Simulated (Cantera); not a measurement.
**Catalytic stagnation flow on Pt**

A jet of 7.65 % CH4, 8.40 % O2, 84.0 % N2 at 300 K and 0.0940 bar hits a platinum plate 2.5 cm away at a mass flux of 0.045 kg/m²/s; the plate temperature is set and raised in steps from an oxygen-covered start.

Model: Deutschmann's 1995 Pt surface mechanism with GRI-Mech 3.0 gas chemistry, integrated in Cantera. Catalytic surfaces can have several steady states; this one follows from the mechanism file's or the stated starting coverage.

| plate T (K) | wall x CH4 | wall x O2 | wall x H2O | wall x OH | wall x CO | wall x CO2 | θ free Pt | θ H* | θ CO* | θ C* |
|---|---|---|---|---|---|---|---|---|---|---|
| 950 | 0.0220 | 0.00729 | 0.0819 | <1e-8 | 0.0566 | 0.000104 | 0.440 | 0.00185 | 0.140 | 0.418 |
| 1000 | 0.0133 | 0.00442 | 0.0783 | <1e-8 | 0.0654 | 0.000219 | 0.592 | 0.00249 | 0.129 | 0.276 |
| 1050 | 0.00786 | 0.00273 | 0.0755 | <1e-8 | 0.0705 | 0.000776 | 0.785 | 0.00270 | 0.116 | 0.0966 |
| 1100 | 0.00622 | 0.00225 | 0.0737 | <1e-8 | 0.0710 | 0.00202 | 0.890 | 0.00250 | 0.0765 | 0.0312 |
| 1150 | 0.00568 | 0.00211 | 0.0718 | <1e-8 | 0.0698 | 0.00406 | 0.941 | 0.00222 | 0.0453 | 0.0113 |
x: mole fraction at the wall; θ: surface coverage.
